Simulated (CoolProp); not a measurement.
m-xylene at 431.07 K and 0.0275 MPa is compressed adiabatically to 0.186 MPa with isentropic efficiency 0.7. Each further row changes one setting.

Values from CoolProp's reference Helmholtz-energy equation of state, Zhou 2012.

```csv
case,work (kJ/kg),final temperature (K),final density (kg/m³)
as stated,94.1,486.6,5.10
efficiency 1,65.9,471.6,5.30
efficiency 0.65,101,490.4,5.06
```
